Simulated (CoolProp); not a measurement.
Saturation properties of R125.

Model: reference Helmholtz-energy equation of state, Lemmon 2005, in CoolProp.

```csv
T (K),p (kPa),enthalpy of vaporisation (kJ/kg),vapour viscosity (µPa s),liquid conductivity (mW/(m K))
254.8,358.6,146.3,11.0,77.8
258.6,[?],143.8,11.2,76.1
262.4,470.2,141.1,11.4,74.5
266.2,535.0,138.4,11.5,[?]
270,606.2,135.6,[?],71.2
273.7,682.2,132.7,11.9,69.6
277.5,767.5,129.7,12.1,68.0
281.3,860.5,126.5,12.3,66.4
285.1,961.7,123.2,12.6,64.8
288.9,1072,119.7,12.8,63.2
292.6,1187,116.1,13.1,61.7
296.4,1315,112.2,13.3,60.1
300.2,1454,108.2,13.7,58.6
304,1603,103.8,14.0,57.0
```

Question: Some entries are withheld; supply them.

Answer: 
- 258.6, p (kPa): 411.6
- 266.2, liquid conductivity (mW/(m K)): 72.8
- 270, vapour viscosity (µPa s): 11.7

It boils at 225.1 K under 1 atm.

Viscosity comes from a separate model (Huber 2006). Thermal conductivity comes from a separate model (Perkins 2006).
